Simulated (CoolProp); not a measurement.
Vapour-liquid equilibrium of propylene (1) + R114 (2) at 7.27 bar; x and y are mole fractions of (1).

The numbers come from the multi-fluid Helmholtz-energy mixture model, Lemmon 2013 and Platzer 1990; pair parameters Bell 2016 in CoolProp. This equation is an older, rougher fit; its heat capacities, sound speeds and derivatives of the liquid may be far off and weren't checked against measurements.

| x | bubble temperature (K) | y at the bubble point | dew temperature at overall composition x (K) | liquid density (mol/L) |
|---|---|---|---|---|
| 0.05 | 335.5 | 0.170 | 340.5 | ___ |
| 0.15 | 323.2 | 0.431 | ___ | 8.372 |
| 0.25 | 313.2 | ___ | 332.0 | 8.842 |
| 0.35 | 305.4 | 0.714 | 327.3 | 9.294 |
| 0.45 | ___ | 0.788 | 322.2 | 9.741 |
| 0.55 | 294.7 | ___ | 316.5 | 10.19 |
| 0.65 | 290.9 | 0.882 | 310.0 | 10.67 |
| 0.75 | 287.7 | 0.917 | 302.6 | ___ |
| 0.85 | 284.8 | 0.949 | 293.9 | 11.74 |
| 0.95 | 282.0 | 0.982 | 284.7 | ___ |

Q: Fill in the missing entries.

A: 
- 0.05, liquid density (mol/L): 7.882
- 0.15, dew temperature at overall composition x (K): 336.4
- 0.25, y at the bubble point: 0.603
- 0.45, bubble temperature (K): 299.4
- 0.55, y at the bubble point: 0.841
- 0.75, liquid density (mol/L): 11.18
- 0.95, liquid density (mol/L): 12.36

No azeotrope shows between x = 0.05 and 0.95.

Pair parameters are fitted to limited data, so mixtures are less certain than the pure fluids.
